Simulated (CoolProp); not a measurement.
Vapour-liquid equilibrium of CH2F2 (R32) (1) + R227EA (2) at 1.52 MPa; x and y are mole fractions of (1).

Computed with CoolProp (multi-fluid Helmholtz-energy mixture model, Tillner-Roth 1997 and Lemmon 2016; pair parameters Bell 2016).

```csv
x,bubble temperature (°C),y at the bubble point,dew temperature at overall composition x (°C),liquid density (mol/L)
0.05,67.0,0.101,69.0,7.082
0.2,55.5,[?],63.0,8.172
0.35,45.5,0.574,56.4,9.398
0.5,37.6,0.716,49.3,10.81
0.65,31.4,0.819,41.4,[?]
0.8,26.5,[?],32.6,14.69
0.95,22.4,0.975,23.7,17.58
```

Q: What belongs in the gaps?

A: 
- 0.2, y at the bubble point: 0.372
- 0.65, liquid density (mol/L): 12.52
- 0.8, y at the bubble point: 0.901

No azeotrope shows between x = 0.05 and 0.95.

The pair parameters rest on a limited set of measurements; away from them the model extrapolates. The gap from Raoult's law changes sign with composition, which may be real or a fault of the pair parameters; it wasn't checked against measurements.
